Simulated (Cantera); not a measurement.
PbO + H2 + N2 (iron carbonyl, mercury and lead vapours)

Input: 1 mol PbO, 8.1 mol H2, 87 mol N2, at 31.0 mbar.

Equilibrium computed with Cantera from the NASA thermochemical tables; the gas is ideal and each condensed phase is pure. Candidate condensed phases: H2O, Pb, PbO, PbO2, Pb3O4; 27 gas species. Rates play no part.

At 550 K the condensed part is Pb(s). From 650 K to 1150 K the condensed part is Pb(l). From 1250 K to 1450 K nothing is condensed.

```
T (K)   x N2    x H2   x H2O      x Pb    x NH3       x H     x PbO     x Pb2  n Pb(s)  n Pb(l)
-----  -----  ------  ------  --------  -------  --------  --------  --------  -------  -------
550    0.915  0.0746  0.0105  4.92e-12  6.37e-5    <1e-12    <1e-12    <1e-12     1.00        0
650    0.915  0.0746  0.0105   3.02e-9  1.13e-5    <1e-12    <1e-12    <1e-12        0     1.00
750    0.915  0.0747  0.0105   3.06e-7  3.09e-6    <1e-12    <1e-12    <1e-12        0    1.000
850    0.915  0.0747  0.0105   1.03e-5  1.12e-6  3.18e-11    <1e-12  2.27e-12        0    0.999
950    0.915  0.0746  0.0105  0.000162  4.99e-7  8.63e-10  2.93e-11  2.32e-10        0    0.985
1050   0.913  0.0745  0.0105   0.00150  2.56e-7   1.26e-8   1.18e-9   9.62e-9        0    0.857
1150   0.906  0.0740  0.0104   0.00935  1.45e-7   1.15e-7   2.49e-8   2.04e-7        0    0.103
1250   0.905  0.0739  0.0104    0.0104  9.04e-8   7.46e-7   7.75e-8   1.52e-7        0        0
1350   0.905  0.0739  0.0104    0.0104  6.06e-8   3.68e-6   1.86e-7   9.88e-8        0        0
1450   0.905  0.0739  0.0104    0.0104  4.29e-8   1.46e-5   3.98e-7   6.79e-8        0        0
```
x: gas mole fraction; n: condensed amount in mol.
